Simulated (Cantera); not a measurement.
Source: NASA polynomial tables (part measured, part estimated), evaluated in Cantera. Values are per mole of reaction as written; species without (g) are pure solids or liquids, kept so even where they would boil at 1 bar.

Si(CH3)4(g) + SiC2(g) ⇌ 2 Si + 3 C2H4(g), with ΔH° = -171.0 kJ and ΔS° = 97.6 J/K at 300 K.

**Question.** How far is the shortcut ΔG° ≈ ΔH°(300 K) − T·ΔS°(300 K) from the full temperature-dependent value at 575, 775, 975, 1175, 1375, 1575, 1775, 1975 K?

**Answer.** 
```csv
T (K),shortcut (kJ),full (kJ),difference (kJ),difference in log10 K,condensed phases
575,-227.1,-225.7,-1.4,0.13,Si(s)
775,-246.6,-243.3,-3.3,0.22,Si(s)
975,-266.1,-260.5,-5.6,0.30,Si(s)
1175,-285.6,-277.6,-8.0,0.36,Si(s)
1375,-305.1,-294.6,-10.6,0.40,Si(s)
1575,-324.6,-311.5,-13.1,0.44,Si(s)
1775,-344.2,-333.5,-10.7,0.31,Si(l)
1975,-363.7,-362.2,-1.4,0.04,Si(l)
```
The shortcut ignores heat capacities and the phase changes listed.
